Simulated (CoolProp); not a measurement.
Properties of octamethylcyclotetrasiloxane (D4) along the isobar 247 kPa (Tc = 586.5 K, pc = 1347 kPa, ω = 0.598).

The numbers come from the reference Helmholtz-energy equation of state, Thol 2015 in CoolProp.

| T (K) | phase | density (kg/m³) | cp (kJ/(kg K)) | isothermal compressibility (1/MPa) | fugacity coefficient |
|---|---|---|---|---|---|
| 501.7 | gas | 20.20 | 1.846 | 4.744 | 0.8849 |
| 513.6 | gas | 19.45 | 1.867 | 4.656 | 0.8945 |
| 525.4 | gas | 18.78 | 1.889 | 4.585 | 0.9032 |
| 537.2 | gas | 18.17 | 1.910 | 4.525 | 0.9109 |
| 549 | gas | 17.62 | 1.932 | 4.475 | 0.9179 |
| 560.9 | gas | 17.10 | 1.953 | 4.432 | 0.9243 |
| 572.7 | gas | 16.63 | 1.974 | 4.395 | 0.9301 |
| 584.5 | gas | 16.19 | 1.995 | 4.362 | 0.9353 |
| 596.3 | gas | 15.77 | 2.015 | 4.334 | 0.9401 |
| 608.2 | gas | 15.38 | 2.035 | 4.309 | 0.9445 |
| 620 | gas | 15.02 | 2.054 | 4.286 | 0.9485 |
